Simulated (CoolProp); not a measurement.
Vapour-liquid equilibrium of methanol (1) + isohexane (2) at 444.5 K; x and y are mole fractions of (1).

Model: multi-fluid Helmholtz-energy mixture model, de Reuck 1993 and Lemmon 2006; pair parameters Bell 2016, in CoolProp.

Q: Give the bubble pressure and the first vapour's composition at x = 0.2, 0.5, 0.575. Is there an azeotrope?

A: x = 0.2: 2.060 MPa, y = 0.364; x = 0.5: 2.530 MPa, y = 0.577; x = 0.575: 2.576 MPa, y = 0.619. y crosses x between x = 0.65 and 0.725: the model has an azeotrope there.

The pair parameters rest on a limited set of measurements; away from them the model extrapolates.
